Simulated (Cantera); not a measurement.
Input (Python, Cantera):

```python
import numpy as np
import cantera as ct

gas = ct.Solution("gri30.yaml")
gas.TPX = 1450, 93000, {'CH3OH': 1, 'O2': 1, 'N2': 6, 'CO2': 0.41}
reactor = ct.IdealGasConstPressureReactor(gas, energy="on", clone=False)
net = ct.ReactorNet([reactor])
net.rtol, net.atol = 1e-08, 1e-16
show = ['CH3OH', 'O2', 'CO2', 'C2H4', 'NO2', 'N2O']
times = np.geomspace(1e-06, 8, 12)

steps = ct.SolutionArray(gas, extra=["t"])
rows = []
print(f"{'t/s':>10s}{'T/K':>9s}{'P/Pa':>11s}" + "".join(f"{s:>11s}" for s in show))
for t in times:
    while net.time < t:
        t_next = net.step()
        steps.append(gas.state, t=t_next)
    rows.append([np.interp(t, steps.t, y) for y in (steps.T, steps.P, *steps(*show).X.T)])
    print(f"{t:10.3e}{rows[-1][0]:9.1f}{rows[-1][1]:11.4g}" + "".join(f"{x:11.3e}" for x in rows[-1][2:]))
rate = np.gradient(steps.T, steps.t)
print("integrator steps:", len(steps.t))
if steps.T.max() > steps.T[0] + 200:
    print(f"time of steepest temperature rise: {steps.t[rate.argmax()]:.4e} s")
gas.TPX = 1450, 93000, {'CH3OH': 1, 'O2': 1, 'N2': 6, 'CO2': 0.41}
gas.equilibrate("HP")
print(f"equilibrium (HP): T = {gas.T:.1f} K  " + "  ".join(f"{s} {gas[s].X[0]:.3e}" for s in show))
```

Output:

```
       t/s      T/K       P/Pa      CH3OH         O2        CO2       C2H4        NO2        N2O
 1.000e-06   1450.0    9.3e+04  1.189e-01  1.189e-01  4.875e-02  5.111e-12  1.095e-21  1.013e-13
 4.242e-06   1450.0    9.3e+04  1.189e-01  1.189e-01  4.875e-02  9.999e-11  5.552e-19  2.965e-12
 1.799e-05   1450.0    9.3e+04  1.188e-01  1.189e-01  4.875e-02  2.095e-09  7.772e-17  6.498e-11
 7.632e-05   1450.1    9.3e+04  1.184e-01  1.186e-01  4.875e-02  1.734e-08  9.343e-15  1.309e-09
 3.238e-04   1486.3    9.3e+04  9.667e-02  1.077e-01  4.807e-02  5.787e-08  5.752e-12  3.406e-08
 1.373e-03   2412.4    9.3e+04  1.105e-15  1.541e-03  7.111e-02  3.434e-22  6.593e-09  4.500e-08
 5.825e-03   2448.0    9.3e+04  1.138e-15  7.395e-04  7.216e-02  7.496e-22  1.745e-08  4.521e-08
 2.471e-02   2445.0    9.3e+04  1.162e-15  7.074e-04  7.194e-02  7.853e-22  4.374e-08  4.862e-08
 1.048e-01   2443.6    9.3e+04  1.174e-15  6.931e-04  7.184e-02  8.022e-22  5.605e-08  5.152e-08
 4.446e-01   2443.6    9.3e+04  1.174e-15  6.931e-04  7.184e-02  8.023e-22  5.609e-08  5.154e-08
 1.886e+00   2443.6    9.3e+04  1.174e-15  6.931e-04  7.184e-02  8.023e-22  5.609e-08  5.154e-08
 8.000e+00   2443.6    9.3e+04  1.174e-15  6.931e-04  7.184e-02  8.023e-22  5.609e-08  5.154e-08
integrator steps: 1858
time of steepest temperature rise: 4.0987e-04 s
equilibrium (HP): T = 2443.6 K  CH3OH 1.201e-15  O2 6.931e-04  CO2 7.184e-02  C2H4 8.703e-22  NO2 5.609e-08  N2O 5.154e-08
```

Detailed kinetics in Cantera: GRI-Mech 3.0 (53 species, 325 reactions). GRI-Mech 3.0 was tuned for natural gas; its chemistry of methanol as a main component is partial and can be far from experiment.
